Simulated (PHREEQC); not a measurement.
PHREEQC input (ion-association model, wateq4f.dat):

```
SOLUTION 1
  temp 25
  units mol/kgw
  pH 7 charge
  Cl 0.2
  Ca 0.1
END
SELECTED_OUTPUT 1
  -reset false
  -pH true
  -pe true
  -ionic_strength true
  -water true
  -totals C Ca Cl F C(-4) C(4)
  -molalities H+ CO3-2 Ca+2 Cl- F- CO2 HCO3- CaOH+ CaHCO3+ CaCO3
    O2 OH- CaF+ HF HF2- H2F2
  -equilibrium_phases Fluorite Calcite Portlandite
PRINT
  -reset false
USE solution 1
EQUILIBRIUM_PHASES 1
  Fluorite 0 0.2
  Calcite 0 0
  Portlandite 0 0
  O2(g) -0.68 10
  CO2(g) -5 10
END
# ... the last block is repeated for the other 10 points of log pCO2 (atm)
```

Selected output (columns that matter, 11 of 11 rows; log pCO2 (atm) added in front):

```
log pCO2 (atm)	pH	mu	C	F	m_H+	m_Ca+2	m_F-	m_CO2	m_OH-	m_CaF+	m_HF
-5	6.3165	0.30006	9.0885e-07	5.4027e-05	6.1682e-07	0.10002	4.3744e-05	3.1773e-07	3.0631e-08	1.0262e-05	1.9907e-08
-4.5	6.0775	0.30006	2.0817e-06	5.4041e-05	1.0695e-06	0.10002	4.3745e-05	1.0047e-06	1.7667e-08	1.0262e-05	3.4516e-08
-4	5.8312	0.30006	5.1077e-06	5.4068e-05	1.8856e-06	0.10002	4.3745e-05	3.1773e-06	1.002e-08	1.0262e-05	6.0856e-08
-3.5	5.5825	0.30006	1.3489e-05	5.4115e-05	3.3434e-06	0.10002	4.3745e-05	1.0047e-05	5.6511e-09	1.0262e-05	1.0791e-07
-3	5.3329	0.30006	3.7898e-05	5.4199e-05	5.9395e-06	0.10002	4.3745e-05	3.1773e-05	3.1811e-09	1.0262e-05	1.9169e-07
-2.5	5.0831	0.30007	0.00011137	5.4348e-05	1.0558e-05	0.10001	4.3745e-05	0.00010047	1.7895e-09	1.0262e-05	3.4076e-07
-2	4.8331	0.30007	0.0003371	5.4614e-05	1.8773e-05	0.10001	4.3746e-05	0.00031773	1.0065e-09	1.0262e-05	6.0588e-07
-1.5	4.5832	0.30008	0.0010392	5.5086e-05	3.338e-05	0.10001	4.3747e-05	0.0010047	5.6601e-10	1.0262e-05	1.0774e-06
-1	4.3332	0.30009	0.0032385	5.5927e-05	5.9356e-05	0.1	4.3749e-05	0.0031772	3.183e-10	1.0261e-05	1.9158e-06
-0.5	4.0832	0.30011	0.010156	5.7421e-05	0.00010554	0.09999	4.3752e-05	0.010047	1.7899e-10	1.0261e-05	3.4068e-06
0	3.8333	0.30016	0.031966	6.0078e-05	0.00018764	0.099969	4.3758e-05	0.031772	1.0064e-10	1.026e-05	6.0575e-06
```

Complexes and solids missing from the database can't appear.
